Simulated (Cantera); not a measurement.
Charge: 1 mol Cu, 0.016 mol CO2, 30 mol CO, held at 1077 °C and 1.80 bar.

Cantera equilibrium calculation (NASA polynomials, part measured and part estimated; ideal gas, pure solids and liquids). Candidate condensed phases: C, Cu, CuO, Cu2O; 15 gas species. Kinetics and transport are ignored.

Base state: CO 0.995, CO2 0.00519 (mole fractions); condensed: C(graphite) + Cu(s).

Question: What changes in the equilibrium state with this change: Cu replaced by Si?

Answer: 
```csv
species,before,after
CO,0.995,0.995
CO2,0.00519,0.00519
"C(graphite), mol",0.139,2.13
"Cu(s), mol",1.000,0
"SiO2(β-quartz), mol",0,1.00
```
The tables hold silica as quartz up to 1696 K and as liquid above; real silica turns to tridymite and cristobalite and melts near 1996 K. Further candidate phases: Si, SiC, SiO2.
